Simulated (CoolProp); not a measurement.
Vapour-liquid equilibrium of R22 (1) + R134a (2) at 0.291 MPa; x and y are mole fractions of (1).

Model: multi-fluid Helmholtz-energy mixture model, Kamei 1995 and Tillner-Roth 1994; pair parameters Bell 2016, in CoolProp.

```csv
x,"bubble temperature, mixture model (°C)","bubble temperature, Raoult's law (°C)","y, mixture model","y, Raoult's law"
0.05,(withheld),-1.1,0.088,0.082
0.2,(withheld),-3.8,0.308,0.301
0.35,(withheld),-6.4,(withheld),0.484
0.5,(withheld),-8.7,(withheld),0.638
0.65,(withheld),-10.9,0.751,0.767
0.8,-13.4,-13.0,0.863,0.877
0.95,-15.0,-14.9,(withheld),0.972
```

**Question.** Complete the blanks.

**Answer.** 
- 0.05, bubble temperature, mixture model (°C): -1.4
- 0.2, bubble temperature, mixture model (°C): -4.7
- 0.35, bubble temperature, mixture model (°C): -7.3
- 0.35, y, mixture model: 0.482
- 0.5, bubble temperature, mixture model (°C): -9.6
- 0.5, y, mixture model: 0.626
- 0.65, bubble temperature, mixture model (°C): -11.6
- 0.95, y, mixture model: 0.967

The largest gap from Raoult's law is -0.9 K in bubble temperature, at x = 0.35. No azeotrope shows between x = 0.05 and 0.95.

The pair parameters rest on a limited set of measurements; away from them the model extrapolates.
